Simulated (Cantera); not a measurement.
A jet of 2.09 % CH4, 6.05 % O2, 91.9 % N2 at 300 K and 48000 Pa hits a platinum plate 4 cm away at a mass flux of 0.024 kg/m²/s; the plate temperature is set and raised in steps from an oxygen-covered start.

Cantera simulation using Deutschmann's 1995 Pt surface mechanism with GRI-Mech 3.0 gas chemistry; the numbers are that mechanism's predictions, not measurements. Catalytic surfaces can have several steady states; this one follows from the mechanism file's or the stated starting coverage.

One state of this run: wall x CH4 = 0.00174; wall x O2 = 0.0199; wall x H2O = 0.0355; wall x OH = 1.16e-7; wall x CO = 1.23e-6; wall x CO2 = 0.0234; θ free Pt = 0.331; θ O* = 0.666; θ OH* = 0.00276. x: mole fraction at the wall; θ: surface coverage.

Task: Which value of plate T (K) does it belong to?
A) 1050
B) 1000
C) 1250
D) 900

Result: B, 1000
